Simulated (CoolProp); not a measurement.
Properties of isohexane at several states (Tc = 497.7 K, pc = 3043 kPa, ω = 0.280).

Values from CoolProp's reference Helmholtz-energy equation of state, Lemmon 2006. It is a short technical equation, of lower accuracy than the large ones.

```
T (K)  p (kPa)   phase  density (kg/m³)  cv (kJ/(kg K))  speed of sound (m/s)  Joule-Thomson coefficient (K/MPa)  expansivity (1/kK)
-----  -------  ------  ---------------  --------------  --------------------  ---------------------------------  ------------------
399.1     55.1     gas            1.451           2.034                 198.4                              15.49               2.626
144.3     2600  liquid            785.0           1.260                  1860                            -0.6048               1.169
385.5     52.5     gas            1.432           1.973                 195.0                              17.50               2.729
435.4      160     gas            3.924           2.198                 203.8                              11.85               2.543
183.7      316  liquid            748.9           1.323                  1612                            -0.5834               1.165
```
